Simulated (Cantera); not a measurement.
## Transport properties of process gases

Gas mixture: 74.0 % N2O, 12.2 % N2, 13.8 % CO2, at 1000000 Pa, frozen composition.

Cantera's kinetic-theory transport with the Lennard-Jones parameters of GRI-Mech 3.0, ideal gas; thermal conductivity in the multicomponent form. The composition is frozen, though it would react at the higher temperatures.

```csv
T (K),ρ (kg/m³),cp (J/kg/K),μ (µPa s),λ (mW/m/K),Pr,D (cm²/s) H2O,D (cm²/s) C2H2,D (cm²/s) CH4
400,12.6,971.8,19.8,26.1,0.737,0.0305,0.0220,0.0303
550,9.20,1069,25.8,37.4,0.739,0.0565,0.0393,0.0536
700,7.23,1142,31.1,48.2,0.738,0.0888,0.0603,0.0816
850,5.95,1200,35.9,58.5,0.737,0.127,0.0846,0.114
1000,5.06,1245,40.4,68.2,0.736,0.170,0.112,0.150
1150,4.40,1276,44.5,77.2,0.735,0.218,0.142,0.190
1300,3.89,1302,48.4,85.8,0.734,0.270,0.175,0.234
1450,3.49,1324,52.1,94.1,0.733,0.326,0.210,0.281
1600,3.16,1343,55.6,102,0.733,0.386,0.248,0.331
```
D: mixture-averaged diffusion coefficient of that species in the mixture.
